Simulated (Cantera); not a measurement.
Input (Python, Cantera) and output of one run.

```python
import numpy as np
import cantera as ct

gas_names = """
    O2 TaO2 PbO CO2
""".split()
cond_names = """
    Ti(a) Ti(b) Ti(L) Ti4O7(s) Ti4O7(L) Li(cr) Li(L) Li2O(s) Li2O(L) Ta(cr) Ta(L) Pb(cr) Pb(L) C(gr)
""".split()


# ... load() reads the species with a 1 bar reference pressure and builds the phases ...
species = {s.name: s for s in load("nasa_gas.yaml", gas_names) + load("nasa_condensed.yaml", cond_names)}
# Each term lists the table entries of one substance; the one whose range holds T is used.
reactions = {
    '1.143 Ti + O2(g) = 0.2857 Ti4O7':
        [(-1.1428571428571428, ['Ti(a)', 'Ti(b)', 'Ti(L)']), (-1, ['O2']), (0.2857142857142857, ['Ti4O7(s)', 'Ti4O7(L)'])],
    '4 Li + O2(g) = 2 Li2O':
        [(-4, ['Li(cr)', 'Li(L)']), (-1, ['O2']), (2, ['Li2O(s)', 'Li2O(L)'])],
    'Ta + O2(g) = TaO2(g)':
        [(-1, ['Ta(cr)', 'Ta(L)']), (-1, ['O2']), (1, ['TaO2'])],
    '2 Pb + O2(g) = 2 PbO(g)':
        [(-2, ['Pb(cr)', 'Pb(L)']), (-1, ['O2']), (2, ['PbO'])],
    'C + O2(g) = CO2(g)':
        [(-1, ['C(gr)']), (-1, ['O2']), (1, ['CO2'])],
}


def pick(names, T):
    return next(species[n] for n in names if species[n].thermo.min_temp <= T <= species[n].thermo.max_temp)


results = []
for label, terms in reactions.items():
    print(label)
    print("     T/K   dH/kJ  dS/(J/K)   dG/kJ   log10 K")
    for T in [300, 673, 723, 773, 823, 873, 923, 973, 1023, 1073, 1123]:
        used = [(nu, pick(names, T)) for nu, names in terms]
        dH = sum(nu * s.thermo.h(T) for nu, s in used) / 1e6
        dS = sum(nu * s.thermo.s(T) for nu, s in used) / 1e3
        dG = dH - T * dS / 1e3
        logK = -dG * 1e6 / (ct.gas_constant * T * np.log(10))
        results.append((label, T, dH, dS, dG, logK, [s.name for _, s in used]))
        print(f"{T:8g} {dH:8.1f} {dS:8.1f} {dG:8.1f} {logK:8.2f}")
```

Output:

```
1.143 Ti + O2(g) = 0.2857 Ti4O7
     T/K   dH/kJ  dS/(J/K)   dG/kJ   log10 K
     300   -972.7   -183.5   -917.7   159.78
     673   -969.0   -176.1   -850.5    66.01
     723   -968.3   -175.1   -841.8    60.81
     773   -967.7   -174.2   -833.0    56.29
     823   -967.0   -173.3   -824.3    52.32
     873   -966.4   -172.6   -815.7    48.81
     923   -965.7   -171.9   -807.1    45.67
     973   -965.1   -171.2   -798.5    42.87
    1023   -964.5   -170.6   -790.0    40.34
    1073   -964.0   -170.1   -781.5    38.04
    1123   -963.7   -169.9   -773.0    35.95
4 Li + O2(g) = 2 Li2O
     T/K   dH/kJ  dS/(J/K)   dG/kJ   log10 K
     300  -1197.4   -245.9  -1123.7   195.64
     673  -1213.0   -281.2  -1023.8    79.46
     723  -1212.8   -280.8  -1009.8    72.95
     773  -1212.4   -280.3   -995.7    67.28
     823  -1211.9   -279.6   -981.7    62.31
     873  -1211.2   -278.8   -967.8    57.90
     923  -1210.3   -277.9   -953.9    53.98
     973  -1209.4   -276.8   -940.0    50.46
    1023  -1207.6   -275.9   -925.3    47.25
    1073  -1206.3   -274.7   -911.6    44.38
    1123  -1205.0   -273.5   -897.9    41.76
Ta + O2(g) = TaO2(g)
     T/K   dH/kJ  dS/(J/K)   dG/kJ   log10 K
     300   -200.9     33.6   -210.9    36.73
     673   -203.7     27.2   -222.0    17.23
     723   -204.0     26.7   -223.3    16.14
     773   -204.4     26.3   -224.7    15.18
     823   -204.7     25.9   -226.0    14.34
     873   -205.0     25.5   -227.3    13.60
     923   -205.4     25.1   -228.5    12.93
     973   -205.7     24.7   -229.8    12.33
    1023   -206.1     24.3   -231.0    11.79
    1073   -206.4     24.0   -232.2    11.30
    1123   -206.8     23.7   -233.4    10.86
2 Pb + O2(g) = 2 PbO(g)
     T/K   dH/kJ  dS/(J/K)   dG/kJ   log10 K
     300    140.6    145.2     97.0   -16.89
     673    123.9    114.3     47.0    -3.65
     723    122.9    112.8     41.4    -2.99
     773    121.8    111.4     35.7    -2.42
     823    120.8    110.1     30.2    -1.92
     873    119.8    108.9     24.7    -1.48
     923    118.8    107.8     19.3    -1.09
     973    117.8    106.7     14.0    -0.75
    1023    116.8    105.8      8.6    -0.44
    1073    115.9    104.8      3.4    -0.16
    1123    114.9    104.0     -1.8     0.09
C + O2(g) = CO2(g)
     T/K   dH/kJ  dS/(J/K)   dG/kJ   log10 K
     300   -393.5      2.9   -394.4    68.67
     673   -393.9      2.1   -395.3    30.68
     723   -394.0      1.9   -395.4    28.57
     773   -394.1      1.8   -395.5    26.73
     823   -394.2      1.7   -395.6    25.11
     873   -394.3      1.5   -395.7    23.67
     923   -394.4      1.4   -395.8    22.40
     973   -394.6      1.3   -395.8    21.25
    1023   -394.7      1.2   -395.9    20.21
    1073   -394.8      1.1   -395.9    19.27
    1123   -394.9      1.0   -396.0    18.42
```

Standard-state values (1 bar) from the NASA 1993 polynomials, evaluated with Cantera. Condensed species are held in their standard states even where they would react or evaporate.
